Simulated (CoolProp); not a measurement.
Vapour-liquid equilibrium of n-butane (1) + cyclohexane (2) at 4.42 bar; x and y are mole fractions of (1).

Values from CoolProp's multi-fluid Helmholtz-energy mixture model, Bücker 2006 and Zhou 2014; pair parameters Bell 2016.

Problem. Give the bubble temperature and the first vapour's composition at x = 0.05, 0.5, 0.8. Is there an azeotrope?

Solution. x = 0.05: 130.6 °C, y = 0.193; x = 0.5: 72.4 °C, y = 0.902; x = 0.8: 54.0 °C, y = 0.977. No azeotrope shows between x = 0.05 and 0.95.

Pair parameters are fitted to limited data, so mixtures are less certain than the pure fluids.
